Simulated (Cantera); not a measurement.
A freely propagating, adiabatic, planar premixed flame of CH₄ : C₂H₆ : O₂ : N₂ = 1 : 0.041 : 1.79 : 5 (molar parts), unburnt at 300 K and 110000 Pa; mixture-averaged transport, grid criteria slope 0.08 and curve 0.16, no radiation.

Cantera simulation using GRI-Mech 3.0 (53 species, 325 reactions); the numbers are that mechanism's predictions, not measurements. Burning velocities carry a grid error of a few per cent, more on coarse grids.

### Question
How do the results move with these cheaper or finer settings: unity-Lewis-number transport; multicomponent transport; multicomponent+Soret transport; grid criteria slope 0.5, curve 1; grid criteria slope 0.25, curve 0.5; grid criteria slope 0.03, curve 0.06?

### Answer
| setting | laminar burning velocity | thermal thickness | peak x(CH₃) | peak x(H₂) | grid points |
|---|---|---|---|---|---|
| as above | 59.1 cm/s | 0.290 mm | 0.00498 | 0.0439 | 166 |
| unity-Lewis-number transport | 39.1 cm/s | 0.372 mm | 0.00371 | 0.0427 | 159 |
| multicomponent transport | 59.1 cm/s | 0.296 mm | 0.00501 | 0.0442 | 166 |
| multicomponent+Soret transport | 58.7 cm/s | 0.293 mm | 0.00490 | 0.0421 | 166 |
| grid criteria slope 0.5, curve 1 | 60.6 cm/s | 0.318 mm | 0.00478 | 0.0441 | 42 |
| grid criteria slope 0.25, curve 0.5 | 60.4 cm/s | 0.300 mm | 0.00496 | 0.0445 | 63 |
| grid criteria slope 0.03, curve 0.06 | 58.5 cm/s | 0.288 mm | 0.00499 | 0.0438 | 357 |
The base run took roughly 8 core-seconds.
Unity Lewis numbers drop preferential diffusion, which matters most where H2 and H carry the flame; Soret adds thermal diffusion.
